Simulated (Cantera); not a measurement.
Input: 1 mol BCl₃, 0.49 mol NH₃, at 0.130 bar.

Method: chemical equilibrium by Gibbs-energy minimisation in Cantera with the NASA 1993 tables (ideal gas, pure condensed phases). Candidate condensed phases: B, BN, NH₄Cl; 21 gas species. The tables' values for BCl₂, BCl are old estimates; treat these amounts as uncertain. Gases not in the tables: BHCl₂. Equilibrium is a limit: real reactors are often held back by kinetics, nucleation or transport. All values below are at 1598 K.

Base state: HCl 0.680, BCl₃ 0.277, H₂ 0.0308, N₂ 0.0104, BCl₂ 0.000947, Cl 0.000452, BCl 5.30e-5, H 2.59e-5 (mole fractions); condensed: BN(s).

What changes in the equilibrium state with this change: BCl₃ replaced by B?


| species | before | after |
|---|---|---|
| H₂ | 0.0308 | 1.000 |
| H | 2.59e-5 | 0.000148 |
| BH₂ | 5.40e-9 | 2.56e-5 |
| HCl | 0.680 | 0 |
| BCl₃ | 0.277 | 0 |
| N₂ | 0.0104 | 4.88e-7 |
| BCl₂ | 0.000947 | 0 |
| Cl | 0.000452 | 0 |
| BCl | 5.30e-5 | 0 |
| BN(s), mol | 0.449 | 0.490 |
| B(s), mol | 0 | 0.510 |
Mutual solubility and eutectic melting of coexisting phases are not modelled. The tables' values for BH₂ are old estimates; treat these amounts as uncertain.
